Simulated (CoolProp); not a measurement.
Vapour-liquid equilibrium of methanol (1) + water (2) at 0.00643 MPa; x and y are mole fractions of (1).

Values from CoolProp's multi-fluid Helmholtz-energy mixture model, de Reuck 1993 and Wagner 2002; pair parameters Bell 2016.

```json
[
 {"x": "0.05", "bubble temperature (°C)": "31.4", "y at the bubble point": "0.310", "dew temperature at overall composition x (°C)": "36.6", "liquid density (mol/L)": "52.59"},
 {"x": "0.2", "bubble temperature (°C)": "21.7", "y at the bubble point": "0.664", "dew temperature at overall composition x (°C)": "33.7", "liquid density (mol/L)": "45.91"},
 {"x": "0.35", "bubble temperature (°C)": "16.9", "y at the bubble point": "0.785", "dew temperature at overall composition x (°C)": "30.5", "liquid density (mol/L)": "40.42"},
 {"x": "0.5", "bubble temperature (°C)": "13.9", "y at the bubble point": "0.850", "dew temperature at overall composition x (°C)": "26.8", "liquid density (mol/L)": "35.83"},
 {"x": "0.65", "bubble temperature (°C)": "11.7", "y at the bubble point": "0.897", "dew temperature at overall composition x (°C)": "22.2", "liquid density (mol/L)": "31.97"},
 {"x": "0.8", "bubble temperature (°C)": "9.9", "y at the bubble point": "0.940", "dew temperature at overall composition x (°C)": "16.2", "liquid density (mol/L)": "28.70"},
 {"x": "0.95", "bubble temperature (°C)": "8.1", "y at the bubble point": "0.984", "dew temperature at overall composition x (°C)": "9.4", "liquid density (mol/L)": "25.89"}
]
```

No azeotrope shows between x = 0.05 and 0.95.

The pair parameters rest on a limited set of measurements; away from them the model extrapolates.
